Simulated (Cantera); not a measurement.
An adiabatic, constant-pressure homogeneous reactor starts with 16.8 % H2, 7.64 % O2, 73.9 % N2, 1.66 % H2O, equivalence ratio 1.1, at 1175 K and 500000 Pa.

Detailed kinetics in Cantera: GRI-Mech 3.0 (53 species, 325 reactions). The hydrogen kinetics of GRI-Mech 3.0 are dated; newer H2 mechanisms differ, most at raised pressure.

Problem. Predict: time of steepest temperature rise; temperature at 0.100 s; equilibrium temperature; x(H2) at 0.100 s; x(O2) at 0.100 s; x(H2O) at 0.100 s; x(HO2) at 0.100 s; x(OH) at 0.100 s.

Solution. 
```
Item                                                                  Result
---------------------------------  -----------------------------------------
time of steepest temperature rise                                    58.5 µs
temperature at 0.100 s                                                2254 K
equilibrium temperature                                               2254 K
x(H2) at 0.100 s                       0.0169 (gas-phase equilibrium 0.0169)
x(O2) at 0.100 s                     5.97e-5 (gas-phase equilibrium 5.96e-5)
x(H2O) at 0.100 s                        0.182 (gas-phase equilibrium 0.182)
x(HO2) at 0.100 s                    3.11e-8 (gas-phase equilibrium 3.11e-8)
x(OH) at 0.100 s                   0.000725 (gas-phase equilibrium 0.000724)
```
